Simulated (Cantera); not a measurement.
A closed system holds: 1 mol Ti, 1.1 mol O₂, 320 mol H₂, at 750 Torr.

Cantera equilibrium calculation (NASA polynomials, part measured and part estimated; ideal gas, pure solids and liquids). Candidate condensed phases: H₂O, Ti, TiO, TiO₂, Ti₂O₃, Ti₃O₅, Ti₄O₇; 12 gas species. Mutual solubility and eutectic melting of coexisting phases are not modelled. Rates play no part.

**Question.** Which condensed phases are stable at each of these points (T (°C)): 1600, 1625, 1650, 1675, 1700, 1725, 1750, 1775, 1800, 1825, 1850, 1875?

**Answer.** 
```json
[
 {"T (°C)": "1600", "condensed phases": "Ti₂O₃(s) + Ti₃O₅(s)", "Ti condensed (%)": "100.0"},
 {"T (°C)": "1625", "condensed phases": "Ti₂O₃(s)", "Ti condensed (%)": "100.0"},
 {"T (°C)": "1650", "condensed phases": "Ti₂O₃(s)", "Ti condensed (%)": "100.0"},
 {"T (°C)": "1675", "condensed phases": "Ti₂O₃(s)", "Ti condensed (%)": "100.0"},
 {"T (°C)": "1700", "condensed phases": "Ti₂O₃(s)", "Ti condensed (%)": "100.0"},
 {"T (°C)": "1725", "condensed phases": "Ti₂O₃(s)", "Ti condensed (%)": "100.0"},
 {"T (°C)": "1750", "condensed phases": "Ti₂O₃(s)", "Ti condensed (%)": "100.0"},
 {"T (°C)": "1775", "condensed phases": "Ti₂O₃(s)", "Ti condensed (%)": "100.0"},
 {"T (°C)": "1800", "condensed phases": "Ti₂O₃(s)", "Ti condensed (%)": "100.0"},
 {"T (°C)": "1825", "condensed phases": "Ti₂O₃(s)", "Ti condensed (%)": "99.9"},
 {"T (°C)": "1850", "condensed phases": "Ti₂O₃(l)", "Ti condensed (%)": "99.9"},
 {"T (°C)": "1875", "condensed phases": "Ti₂O₃(l)", "Ti condensed (%)": "99.9"}
]
```

At 1600 °C the condensed part is Ti₂O₃(s) + Ti₃O₅(s). From 1625 °C to 1825 °C the condensed part is Ti₂O₃(s). From 1850 °C to 1875 °C the condensed part is Ti₂O₃(l).
